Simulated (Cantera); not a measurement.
An isothermal, constant-pressure homogeneous reactor starts with 11.8 % H2, 88.2 % O2, equivalence ratio 0.067, at 1350 K and 2670 Pa.

Computed with Cantera and the H2/O2 subset of GRI-Mech 3.0, which has no nitrogen chemistry. Radical loss at walls, strong at low pressure, is not modelled. The temperature is held fixed by assumption; the heat of reaction is taken as removed at once.

x: mole fraction; the columns are a selection and need not sum to one.

```csv
t (s),x H2,x O2,x H2O,x H2O2,x H
3.00e-5,0.118,0.882,4.07e-8,6.51e-11,6.12e-8
0.000102,0.118,0.882,1.98e-6,7.30e-10,1.04e-6
0.000344,0.0995,0.870,0.0128,9.23e-8,0.00587
0.00116,0.00371,0.804,0.0980,2.85e-7,0.0232
0.00393,0.00274,0.825,0.107,2.92e-7,0.0137
0.0133,0.00102,0.857,0.118,2.44e-7,0.00287
0.0451,0.000146,0.872,0.124,1.13e-7,0.000149
0.152,___,0.874,0.125,___,___
0.516,2.40e-6,0.875,0.125,9.96e-9,3.19e-7
1.75,___,0.875,0.125,___,___
5.91,1.87e-7,0.875,0.125,1.61e-9,7.08e-9
20.0,1.68e-7,0.875,0.125,1.51e-9,6.03e-9
```

Problem. Some entries are withheld; supply them.

Solution. 
- 0.152, x H2: 1.62e-5
- 0.152, x H2O2: 3.47e-8
- 0.152, x H: 5.57e-6
- 1.75, x H2: 4.93e-7
- 1.75, x H2O2: 3.11e-9
- 1.75, x H: 3.00e-8
